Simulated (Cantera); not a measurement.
Cantera with NASA thermochemical tables; ideal gases at 1 bar, condensed phases pure. Values are per mole of reaction as written; species without (g) are pure solids or liquids, kept so even where they would boil at 1 bar.

3 Cu + 2 O₃(g) + 6 H(g) = 3 Cu(OH)₂, with ΔH° = -2942.7 kJ and ΔS° = -940.6 J/K at 300 K.

How far is the shortcut ΔG° ≈ ΔH°(300 K) − T·ΔS°(300 K) from the full temperature-dependent value at 425, 525, 625, 725, 825, 925, 1025, 1125, 1225, 1325, 1425 K?


| T (K) | shortcut (kJ) | full (kJ) | difference (kJ) | difference in log10 K | condensed phases |
|---|---|---|---|---|---|
| 425 | -2542.9 | -2543.2 | 0.2 | -0.02 | Cu(s), Cu(OH)₂(s) |
| 525 | -2448.9 | -2449.5 | 0.7 | -0.06 | Cu(s), Cu(OH)₂(s) |
| 625 | -2354.8 | -2356.2 | 1.4 | -0.12 | Cu(s), Cu(OH)₂(s) |
| 725 | -2260.8 | -2263.2 | 2.4 | -0.18 | Cu(s), Cu(OH)₂(s) |
| 825 | -2166.7 | -2170.6 | 3.9 | -0.25 | Cu(s), Cu(OH)₂(s) |
| 925 | -2072.7 | -2078.4 | 5.7 | -0.32 | Cu(s), Cu(OH)₂(s) |
| 1025 | -1978.6 | -1986.6 | 8.0 | -0.41 | Cu(s), Cu(OH)₂(s) |
| 1125 | -1884.5 | -1895.1 | 10.6 | -0.49 | Cu(s), Cu(OH)₂(s) |
| 1225 | -1790.5 | -1804.0 | 13.5 | -0.57 | Cu(s), Cu(OH)₂(s) |
| 1325 | -1696.4 | -1713.1 | 16.7 | -0.66 | Cu(s), Cu(OH)₂(s) |
| 1425 | -1602.4 | -1620.6 | 18.2 | -0.67 | Cu(l), Cu(OH)₂(s) |
The shortcut ignores heat capacities and the phase changes listed.
